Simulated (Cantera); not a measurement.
# Catalytic combustion on Pt

An isothermal plug-flow reactor at 750 K and 0.480 bar (inlet), inlet velocity 1.8 m/s, active area per volume 1900 1/m; feed 0.447 % CO, 5.64 % O₂, 92.9 % N₂, 1.02 % H₂O, equivalence ratio 0.040.

Model: Deutschmann's 1995 Pt surface mechanism with GRI-Mech 3.0 gas chemistry, integrated in Cantera. Catalytic surfaces can have several steady states; this one follows from the mechanism file's or the stated starting coverage. Mass transfer to the wall is taken as infinitely fast.

```
z (m)        x CO    x O₂   x H₂O    x CO₂  θ free Pt   θ O*    θ OH*     θ CO*
-------  --------  ------  ------  -------  ---------  -----  -------  --------
0.00017   0.00241  0.0555  0.0102  0.00206     0.0568  0.939  0.00230   0.00151
0.00033   0.00208  0.0553  0.0102  0.00239     0.0497  0.947  0.00215  0.000989
0.00064   0.00167  0.0551  0.0102  0.00280     0.0439  0.953  0.00203  0.000616
0.0012    0.00122  0.0549  0.0102  0.00326     0.0395  0.958  0.00193  0.000362
0.0024   0.000700  0.0547  0.0102  0.00378     0.0359  0.962  0.00185  0.000171
0.0046   0.000293  0.0545  0.0103  0.00418     0.0337  0.964  0.00179   6.30e-5
0.0089    6.19e-5  0.0544  0.0103  0.00442     0.0327  0.966  0.00177   1.25e-5
0.017     3.66e-6  0.0543  0.0103  0.00447     0.0324  0.966  0.00176   7.27e-7
```
x: gas mole fraction; θ: surface coverage.
